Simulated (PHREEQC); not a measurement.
**Brine: an equilibrium model**

Dissolve 1.8 mol NaCl, 0.86 mol KCl, 0.0015 mol H4SiO4 and 0.026 mol KOH per kg of water at 25 °C. Closed to the air; pH follows from the charge balance.

Computed with PHREEQC (Pitzer model, pitzer.dat).

This is a speciation only: nothing precipitates in the calculation.

Q: Estimate the pH.

A: pH 12.13.

Q: In which forms is Si present?

A: H2SiO4-2 77 %, H3SiO4- 23 % of the Si.

In brines, pH and single-ion activities rest on the MacInnes convention.
